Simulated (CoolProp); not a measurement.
Saturation properties of octamethyltrisiloxane (MDM) (Tc = 565.4 K, pc = 1438 kPa, ω = 0.528).

The numbers come from the reference Helmholtz-energy equation of state, Thol 2017 in CoolProp.

| T (K) | p (kPa) | vapour density (kg/m³) | enthalpy of vaporisation (kJ/kg) | liquid cp (kJ/(kg K)) | surface tension (mN/m) |
|---|---|---|---|---|---|
| 422.8 | 94.03 | 6.807 | 153.9 | 2.104 | 6.57 |
| 441.7 | 151.4 | 10.82 | 145.0 | 2.159 | 5.32 |
| 460.7 | 233.0 | 16.64 | 135.4 | 2.217 | 4.16 |
| 479.6 | 343.6 | 24.84 | 124.8 | 2.283 | 3.09 |
| 498.5 | 490.1 | 36.52 | 112.7 | 2.363 | 2.13 |
| 517.4 | 680.0 | 53.63 | 98.40 | 2.474 | 1.30 |
| 536.4 | 924.2 | 80.91 | 79.88 | 2.683 | 0.603 |
| 555.3 | 1235 | 136.0 | 50.78 | 3.590 | 0.112 |

It boils at 425.6 K under 1 atm.

Surface tension comes from a separate correlation (Mulero 2014), older than this fluid's equation and unchecked against measurements.
